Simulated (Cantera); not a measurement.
Feed: 1 mol Al, 5.6 mol CO₂, 8.9 mol H₂, 0.00094 mol NH₃, equilibrated at 10500 Torr.

Equilibrium computed with Cantera from the NASA thermochemical tables; the gas is ideal and each condensed phase is pure. Candidate condensed phases: Al, AlN, Al₂O₃, C, C₆H₆, C₇H₈, C₈H₁₈, H₂O; 148 gas species. Rates play no part.

Q: At 927 °C, list the 6 most abundant gas species with their mole fractions, and the condensed phases.

A: H₂ 0.411, CO 0.285, H₂O 0.196, CO₂ 0.0991, CH₄ 0.00812, N₂ 3.09e-5. Condensed: Al₂O₃(s).
